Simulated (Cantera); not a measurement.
Cantera run:

```python
import numpy as np
import cantera as ct

gas_names = [...]  # 151 gases of nasa_gas.yaml made of C, H, N, O, Si
cond_names = """
    C(gr) C6H6(L) C7H8(L) C8H18(L),n-octa H2O(s) H2O(L) Si(cr) Si(L) SiC(b) SiO2(Lqz) SiO2(hqz) SiO2(L)
    Si2N2O(s) Si3N4(a)
""".split()


# ... load() reads the species with a 1 bar reference pressure and builds the phases ...
atoms = {
    'HMDSO': {'Si': 2, 'C': 6, 'H': 18, 'O': 1},
    'H2O': {'H': 2, 'O': 1},
    'N2': {'N': 2},
}
top_T = {'C(gr)': 4500, 'SiC(b)': 3050, 'Si2N2O(s)': 2100, 'Si3N4(a)': 2400}  # K; cautious upper limits of use, not melting points


# ... equilibrate(T, P, feed) seeds the gas with the atoms and calls Mixture.equilibrate('TP', solver="vcs", rtol=1e-11, max_steps=5000) ...
results = []
feed = {'HMDSO': 1, 'H2O': 0.1, 'N2': 20}  # mol
T = 1373.15  # K
P = 17000  # Pa
mix = equilibrate(T, P, feed)
results.append((T, P, feed, dict(zip(mix.species_names, mix.species_moles))))
print(gas.report(threshold=1e-06))
for i in range(1, mix.n_phases):
    print(f"{mix.phase(i).name:16s} {mix.phase_moles(i):12.5e} mol")
```

It prints:

```
       temperature   1373.2 K
          pressure   17000 Pa
           density   0.029229 kg/m^3
  mean mol. weight   19.63 kg/kmol
   phase of matter   gas

                          1 kg             1 kmol
                     ---------------   ---------------
          enthalpy        1.6844e+06        3.3065e+07  J
   internal energy        1.1028e+06        2.1648e+07  J
           entropy             12164        2.3877e+05  J/K
    Gibbs function       -1.5018e+07        -2.948e+08  J
 heat capacity c_p            1708.5             33537  J/K
 heat capacity c_v            1284.9             25222  J/K

                      mass frac. Y      mole frac. X     chem. pot. / RT
                     ---------------   ---------------   ---------------
               CH4        7.2669e-05        8.8915e-05           -44.535
                CO         0.0050591         0.0035455           -43.588
                 H        2.3601e-07         4.596e-06           -10.626
               HCN        0.00025503        0.00018523           -26.611
               HNC        2.7453e-06         1.994e-06           -26.611
                H2          0.033116           0.32245           -21.253
               NH3         2.084e-06        2.4019e-06           -45.835
                N2           0.96149           0.67372           -27.911
     [ +143 minor]        1.8343e-06        1.6131e-06

C(gr)             5.89221e+00 mol
Si(cr)            0.00000e+00 mol
SiC(b)            0.00000e+00 mol
SiO2(hqz)         0.00000e+00 mol
Si2N2O(s)         9.99999e-01 mol
Si3N4(a)          0.00000e+00 mol
```

Method: chemical equilibrium by Gibbs-energy minimisation in Cantera with the NASA 1993 tables (ideal gas, pure condensed phases). The feed counts by its element totals alone. N2 is the only nitrogen source here; it is nearly inert below about 1500 K, so the nitride shown seldom forms there in practice.
